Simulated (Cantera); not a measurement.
An isothermal, constant-pressure homogeneous reactor starts with CO : O2 : H2O : N2 = 0.017 : 0.016 : 0.00023 : 1 (molar parts), at 1050 K and 0.987 atm. Integrator tolerance rtol = 1e-08.

Model: GRI-Mech 3.0 (53 species, 325 reactions), integrated in Cantera.

```tsv
quantity	before	after
x(CO) at 4.00 s	0.000687 (gas-phase equilibrium 6.00e-11)	2.13e-7 (gas-phase equilibrium 1.01e-8)
x(O2) at 4.00 s	0.00766 (gas-phase equilibrium 0.00731)	0.00732 (gas-phase equilibrium 0.00729)
x(H2O) at 4.00 s	0.000223 (gas-phase equilibrium 0.000224)	0.000224 (gas-phase equilibrium 0.000224)
x(H2) at 4.00 s	6.12e-7 (gas-phase equilibrium <1e-12)	7.67e-10 (gas-phase equilibrium 8.78e-11)
x(OH) at 4.00 s	2.60e-7 (gas-phase equilibrium 5.99e-9)	3.27e-7 (gas-phase equilibrium 1.15e-7)
x(CO2) at 4.00 s	0.0159 (gas-phase equilibrium 0.0166)	0.0166 (gas-phase equilibrium 0.0166)
x(NO) at 4.00 s	2.04e-7 (gas-phase equilibrium 1.10e-5)	2.40e-6 (gas-phase equilibrium 5.80e-5)
```

Question: What was changed between the two runs?
A. CO 0.017 to 0.0041 parts
B. H2O 0.00023 to 3.8e-05 parts
C. temperature 1050 to 1248 K
D. H2O 0.00023 to 2.5e-05 parts

Answer: C, temperature 1050 to 1248 K
